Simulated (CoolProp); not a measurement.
Vapour-liquid equilibrium of CH2F2 (R32) (1) + R125 (2) at -19.45 °C; x and y are mole fractions of (1).

Computed with CoolProp (multi-fluid Helmholtz-energy mixture model, Tillner-Roth 1997 and Lemmon 2005; pair parameters Lemmon 2004).

Problem. Give the bubble pressure and the first vapour's composition at x = 0.2, 0.5, 0.65. Is there an azeotrope?

Solution. x = 0.2: 0.3677 MPa, y = 0.244; x = 0.5: 0.3965 MPa, y = 0.547; x = 0.65: 0.4065 MPa, y = 0.680. y crosses x between x = 0.8 and 0.95: the model has an azeotrope there.

Pair parameters are fitted to limited data, so mixtures are less certain than the pure fluids.
